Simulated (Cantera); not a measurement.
**Equilibrium for silicon epitaxy and polysilicon growth: SiHCl3 + Cl2 + H2**

Feed: 1 mol SiHCl3, 0.91 mol Cl2, a varied amount of H2, equilibrated at 873.15 K and 1.90 bar.

Equilibrium computed with Cantera from the NASA thermochemical tables; the gas is ideal and each condensed phase is pure. Candidate condensed phases: Si; 19 gas species. Rates play no part.

| n(H2) (mol) | x H2 | x SiCl4 | x HCl | x SiHCl3 | x SiH2Cl2 | x SiCl3 | x SiH3Cl | x SiCl2 |
|---|---|---|---|---|---|---|---|---|
| 3.3 | 0.649 | 0.190 | 0.159 | 0.00167 | 1.33e-6 | 4.01e-6 | 2.55e-10 | 4.97e-9 |
| 5.1 | 0.738 | 0.141 | 0.119 | 0.00188 | 2.28e-6 | 4.24e-6 | 6.66e-10 | 7.50e-9 |
| 7.7 | 0.809 | 0.102 | 0.0874 | 0.00203 | 3.67e-6 | 4.37e-6 | 1.60e-9 | 1.10e-8 |
| 12 | 0.867 | 0.0698 | 0.0611 | 0.00212 | 5.90e-6 | 4.43e-6 | 3.94e-9 | 1.65e-8 |
| 18 | 0.906 | 0.0481 | 0.0434 | 0.00215 | 8.81e-6 | 4.40e-6 | 8.66e-9 | 2.36e-8 |
| 27 | 0.935 | 0.0324 | 0.0305 | 0.00213 | 1.28e-5 | 4.28e-6 | 1.84e-8 | 3.32e-8 |
| 40 | 0.954 | 0.0218 | 0.0217 | 0.00206 | 1.77e-5 | 4.09e-6 | 3.68e-8 | 4.51e-8 |
| 61 | 0.969 | 0.0139 | 0.0150 | 0.00193 | 2.44e-5 | 3.81e-6 | 7.39e-8 | 6.10e-8 |
| 93 | 0.979 | 0.00875 | 0.0105 | 0.00176 | 3.21e-5 | 3.45e-6 | 1.41e-7 | 7.97e-8 |
x: gas mole fraction; nothing condenses.

From 3.3 mol H2 to 93 mol H2 nothing is condensed. The main Si-bearing gas is SiCl4 throughout.
